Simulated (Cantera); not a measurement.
An isothermal, constant-pressure homogeneous reactor starts with C2H6 : H2 = 1 : 23 (molar parts), at 1148 K and 760 Torr. Integrator tolerance rtol = 1e-08.

Computed with Cantera and GRI-Mech 3.0 (53 species, 325 reactions). GRI-Mech 3.0 stops at C3 and has no aromatics, soot or wall deposition, so with more carbon than oxygen in the feed, carbon stays in small species such as C2H2 where larger ones or solid carbon would form.

What does this change do: C2H6 1 to 0.12 parts?


```json
[
 {"quantity": "x(C2H6) at 3.00 s", "before": "0.00308 (gas-phase equilibrium 4.17e-6)", "after": "0.000359 (gas-phase equilibrium 6.00e-8)"},
 {"quantity": "x(H2) at 3.00 s", "before": "0.933 (gas-phase equilibrium 0.917)", "after": "0.991 (gas-phase equilibrium 0.990)"},
 {"quantity": "x(CH4) at 3.00 s", "before": "0.0520 (gas-phase equilibrium 0.0833)", "after": "0.00701 (gas-phase equilibrium 0.0104)"},
 {"quantity": "x(C2H) at 3.00 s", "before": "<1e-12 (gas-phase equilibrium <1e-12)", "after": "<1e-12 (gas-phase equilibrium <1e-12)"},
 {"quantity": "x(C2H2) at 3.00 s", "before": "0.000470 (gas-phase equilibrium 5.91e-7)", "after": "4.88e-5 (gas-phase equilibrium 7.29e-9)"},
 {"quantity": "x(H) at 3.00 s", "before": "9.60e-7 (gas-phase equilibrium 6.86e-8)", "after": "1.05e-6 (gas-phase equilibrium 7.13e-8)"},
 {"quantity": "x(CH3) at 3.00 s", "before": "1.02e-6 (gas-phase equilibrium 1.16e-7)", "after": "1.42e-7 (gas-phase equilibrium 1.40e-8)"}
]
```

What does this change do: temperature 1148 to 1323 K?


| quantity | before | after |
|---|---|---|
| x(C2H6) at 3.00 s | 0.00308 (gas-phase equilibrium 4.17e-6) | 7.17e-5 (gas-phase equilibrium 1.13e-5) |
| x(H2) at 3.00 s | 0.933 (gas-phase equilibrium 0.917) | 0.921 (gas-phase equilibrium 0.917) |
| x(CH4) at 3.00 s | 0.0520 (gas-phase equilibrium 0.0833) | 0.0757 (gas-phase equilibrium 0.0823) |
| x(C2H) at 3.00 s | <1e-12 (gas-phase equilibrium <1e-12) | 1.96e-12 (gas-phase equilibrium <1e-12) |
| x(C2H2) at 3.00 s | 0.000470 (gas-phase equilibrium 5.91e-7) | 0.00127 (gas-phase equilibrium 0.000157) |
| x(H) at 3.00 s | 9.60e-7 (gas-phase equilibrium 6.86e-8) | 2.63e-6 (gas-phase equilibrium 1.52e-6) |
| x(CH3) at 3.00 s | 1.02e-6 (gas-phase equilibrium 1.16e-7) | 4.27e-6 (gas-phase equilibrium 2.69e-6) |
